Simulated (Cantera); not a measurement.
CH₃Cl + Si + H₂ (fluorocarbon and chlorocarbon gases)

Feed: 1 mol CH₃Cl, 0.63 mol Si, a varied amount of H₂, at 2300 °C and 0.100 bar.

These are equilibrium values from Cantera (NASA tables, ideal gas, pure condensed phases), not measurements of a reactor. Candidate condensed phases: C, C₆H₆, C₇H₈, C₈H₁₈, Si, SiC; 109 gas species. The tables' values for SiCl, SiCl₃ are old estimates; treat these amounts as uncertain. Gases not in the tables: Si₂H₆ and higher silanes. The numbers say what is thermodynamically allowed, not how fast it happens.

| n(H₂) (mol) | x H₂ | x HCl | x H | x SiCl₂ | x Si | x Cl | x C₂H₂ (acetylene) | n C(graphite) | n SiC(s) |
|---|---|---|---|---|---|---|---|---|---|
| 0.89 | 0.590 | 0.220 | 0.0835 | 0.0324 | 0.0229 | 0.0219 | 0.00861 | 0.508 | 0.377 |
| 2.2 | 0.665 | 0.164 | 0.0886 | 0.0160 | 0.0229 | 0.0154 | 0.00970 | 0.474 | 0.348 |
| 3.5 | 0.706 | 0.131 | 0.0913 | 0.00954 | 0.0229 | 0.0119 | 0.0103 | 0.454 | 0.307 |
| 4.8 | 0.732 | 0.109 | 0.0930 | 0.00633 | 0.0229 | 0.00968 | 0.0107 | 0.438 | 0.260 |
| 6.1 | 0.750 | 0.0927 | 0.0942 | 0.00451 | 0.0229 | 0.00817 | 0.0110 | 0.426 | 0.209 |
| 7.4 | 0.764 | 0.0809 | 0.0950 | 0.00338 | 0.0229 | 0.00707 | 0.0111 | 0.416 | 0.157 |
| 8.6 | 0.773 | 0.0724 | 0.0956 | 0.00267 | 0.0229 | 0.00629 | 0.0113 | 0.408 | 0.108 |
| 9.9 | 0.782 | 0.0650 | 0.0961 | 0.00213 | 0.0229 | 0.00561 | 0.0114 | 0.399 | 0.0541 |
| 11 | 0.787 | 0.0598 | 0.0964 | 0.00179 | 0.0229 | 0.00515 | 0.0115 | 0.393 | 0.00785 |
| 13 | 0.799 | 0.0528 | 0.0971 | 0.00125 | 0.0208 | 0.00451 | 0.0117 | 0.338 | 0 |
| 14 | 0.803 | 0.0498 | 0.0974 | 0.00105 | 0.0198 | 0.00425 | 0.0117 | 0.309 | 0 |
x: gas mole fraction; n: condensed amount in mol.

From 0.89 mol H₂ to 11 mol H₂ the condensed part is C(graphite) + SiC(s). From 13 mol H₂ to 14 mol H₂ the condensed part is C(graphite). The main Si-bearing gas is SiCl₂ at 0.89 mol H₂ and Si at 14 mol H₂.
